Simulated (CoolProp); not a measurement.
Vapour-liquid equilibrium of n-pentane (1) + cyclohexane (2) at 323.9 K; x and y are mole fractions of (1).

Model: multi-fluid Helmholtz-energy mixture model, Thol 2019 and Zhou 2014; pair parameters Bell 2016, in CoolProp.

Question: Give the bubble pressure and the first vapour's composition at x = 0.15, 0.35, 0.85. Is there an azeotrope?

Answer: x = 0.15: 0.05895 MPa, y = 0.454; x = 0.35: 0.08490 MPa, y = 0.700; x = 0.85: 0.1447 MPa, y = 0.954. No azeotrope shows between x = 0.05 and 0.95.

The pair parameters rest on a limited set of measurements; away from them the model extrapolates.
